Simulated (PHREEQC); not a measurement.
Consider water at 25 °C with 0.0082 mol/kgw H3PO4, 0.02 mol/kgw K2HPO4 and 0.0043 mol/kgw NiSO4. Closed to the air; pH follows from the charge balance.

All values are PHREEQC results (ion-association model, wateq4f.dat), not measurements.

This is a speciation only: nothing precipitates in the calculation.

Task: Order these P species by the share of P that they hold, largest first: HPO4-2, H2PO4-, KHPO4-.

Result: H2PO4- (58 %), HPO4-2 (41 %), KHPO4- (1.3 %)

The pH is 6.77 and the ionic strength 0.0657 mol/kgw. Examples of supersaturated solids here: Ni3(PO4)2. Others may be too. H3PO4, which wateq4f.dat lacks, is added to it with the constant of phreeqc.dat. The database has no phosphate complexes of Ni.
